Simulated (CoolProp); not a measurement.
C3F8 (R218) along the isobar 109 bar: Z from the reference equation and from simpler models built on Tc = 345.0 K, pc = 26.40 bar, ω = 0.317; each cubic takes its own stable root.

The numbers come from the reference Helmholtz-energy equation of state, Lemmon 2006 in CoolProp. It is a short technical equation, of lower accuracy than the large ones.

| T (K) | phase | reference |
|---|---|---|
| 292.9 | liquid | 0.5779 |
| 304.3 | liquid | 0.5737 |
| 315.8 | liquid | 0.5715 |
| 327.3 | liquid | 0.5717 |
| 338.7 | liquid | 0.5742 |
| 350.2 | supercritical | 0.5793 |
| 361.7 | supercritical | 0.5873 |
| 373.1 | supercritical | 0.5983 |
| 384.6 | supercritical | 0.6127 |
| 396.1 | supercritical | 0.6306 |
| 407.6 | supercritical | 0.6516 |

Problem. How far does each simpler model (Redlich-Kwong, Soave-Redlich-Kwong, Peng-Robinson) lie from the reference over these 11 states: mean and median of the absolute difference, and the worst?

Solution. 
- Redlich-Kwong: mean 4.2 %, median 5.0 %, worst +6.4 % at 292.9 K and 109 bar
- Soave-Redlich-Kwong: mean 5.5 %, median 5.4 %, worst +7.7 % at 407.6 K and 109 bar
- Peng-Robinson: mean 4.8 %, median 5.2 %, worst -7.8 % at 292.9 K and 109 bar
